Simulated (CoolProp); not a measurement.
Properties of 1-butene along the isobar 1.01 bar (Tc = 419.3 K, pc = 40.06 bar, ω = 0.192).

The numbers come from the reference Helmholtz-energy equation of state, Lemmon 2005 in CoolProp. It is a short technical equation, of lower accuracy than the large ones.

```csv
T (K),phase,Z,isothermal compressibility (1/MPa)
294.6,gas,0.9710,10.21
304.4,gas,0.9742,10.17
314.1,gas,0.9769,10.14
323.9,gas,0.9792,10.11
333.7,gas,0.9813,10.09
343.4,gas,0.9830,10.07
353.2,gas,0.9845,10.06
362.9,gas,0.9859,10.04
372.7,gas,0.9871,10.03
382.5,gas,0.9881,10.02
392.2,gas,0.9891,10.01
402,gas,0.9899,10.00
411.8,gas,0.9907,9.995
421.5,gas,0.9913,9.988
```
